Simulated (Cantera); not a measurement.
A diamond (100) surface in a fixed gas of H2 with x(CH4) = 0.0033, x(H) = 0.02, x(CH3) = 0.0002, 15.0 Torr; coverages are run to steady state.

Detailed kinetics in Cantera: the Harris–Goodwin 1993 mechanism for the reconstructed diamond (100) surface.

One state of this run: growth (µm/h) = 1.34; θ c6HH = 0.406; θ c6H* = 0.0439; θ c6*H = 0.511; θ c6** = 0.0382; θ c6HM = 0.000440. θ: site fractions in the mechanism's names (c6HH fully hydrogenated, c6H* and c6*H radical sites, c6** diradical, c6HM methylated).

**Question.** Which value of T (K) does it belong to?
(A) 1025
(B) 1325
(C) 1250
(D) 1175

**Answer.** C, 1250
